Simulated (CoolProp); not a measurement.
Computed with CoolProp (reference Helmholtz-energy equation of state, Zhou 2012).

Give the vapour pressure (MPa), liquid cp (kJ/(kg K)), surface tension (mN/m), liquid conductivity (mW/(m K)) of saturated o-xylene at 205.35, 257.45 °C.


| T (°C) | p (MPa) | liquid cp (kJ/(kg K)) | surface tension (mN/m) | liquid conductivity (mW/(m K)) |
|---|---|---|---|---|
| 205.35 | 0.403 | 2.42 | 11.3 | 87.7 |
| 257.45 | 0.992 | 2.67 | 6.74 | 79.5 |

Thermal conductivity comes from a separate model (Mylona 2014). Surface tension comes from a separate correlation (Mulero 2014).
